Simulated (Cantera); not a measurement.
Input: 1 mol toluene, 0.025 mol CO₂, 0.78 mol O₂, equilibrated at 623.15 K and 13.3 mbar.

These are equilibrium values from Cantera (NASA tables, ideal gas, pure condensed phases), not measurements of a reactor. Candidate condensed phases: C, C₆H₆, C₇H₈, C₈H₁₈, H₂O; 110 gas species. The numbers say what is thermodynamically allowed, not how fast it happens.

Base state: H₂ 0.482, H₂O 0.282, CH₄ 0.157, CO₂ 0.0729, CO 0.00588 (mole fractions); condensed: C(graphite).

Task: What changes in the equilibrium state with this change: toluene replaced by CO?

Result: 
```json
[
 {"species": "CO₂", "before": "0.0729", "after": "0.785"},
 {"species": "O₂", "before": "<1e-9", "after": "0.215"},
 {"species": "H₂", "before": "0.482", "after": "0"},
 {"species": "H₂O", "before": "0.282", "after": "0"},
 {"species": "CH₄", "before": "0.157", "after": "0"},
 {"species": "CO", "before": "0.00588", "after": "<1e-9"},
 {"species": "C(graphite), mol", "before": "6.15", "after": "0"}
]
```

Task: What changes in the equilibrium state with this change: O₂ from 0.78 to 1.5 mol?

Result: 
| species | before | after |
|---|---|---|
| H₂ | 0.482 | 0.379 |
| H₂O | 0.282 | 0.342 |
| CO₂ | 0.0729 | 0.173 |
| CH₄ | 0.157 | 0.0970 |
| CO | 0.00588 | 0.00906 |
| C(graphite), mol | 6.15 | 5.80 |
